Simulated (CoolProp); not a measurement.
Methanol along the isobar 11.7 MPa: density (kg/m³) from the reference equation and from simpler models built on Tc = 513.4 K, pc = 8.216 MPa, ω = 0.565; each cubic takes its own stable root.

Computed with CoolProp (reference Helmholtz-energy equation of state, de Reuck 1993).

| T (K) | phase | reference |
|---|---|---|
| 203.4 | liquid | 883.6 |
| 223.2 | liquid | 864.8 |
| 243 | liquid | 846.4 |
| 262.8 | liquid | 828.5 |
| 282.6 | liquid | 810.9 |
| 302.4 | liquid | 793.4 |
| 322.2 | liquid | 775.8 |
| 342 | liquid | 757.7 |
| 361.8 | liquid | 738.9 |
| 381.6 | liquid | 718.8 |
| 401.4 | liquid | 697.0 |
| 421.2 | liquid | 672.9 |
| 441 | liquid | 645.5 |
| 460.8 | liquid | 613.6 |
| 480.6 | liquid | 574.8 |

### Question
How far does each simpler model (van der Waals, Redlich-Kwong, Soave-Redlich-Kwong, Peng-Robinson) lie from the reference over these 15 states: mean and median of the absolute difference, and the worst?

### Answer
- van der Waals: mean 50.3 %, median 50.3 %, worst -51.2 % at 203.4 K and 11.7 MPa
- Redlich-Kwong: mean 29.5 %, median 28.6 %, worst -34.0 % at 480.6 K and 11.7 MPa
- Soave-Redlich-Kwong: mean 25.1 %, median 24.4 %, worst -29.9 % at 480.6 K and 11.7 MPa
- Peng-Robinson: mean 15.7 %, median 15.1 %, worst -21.2 % at 480.6 K and 11.7 MPa
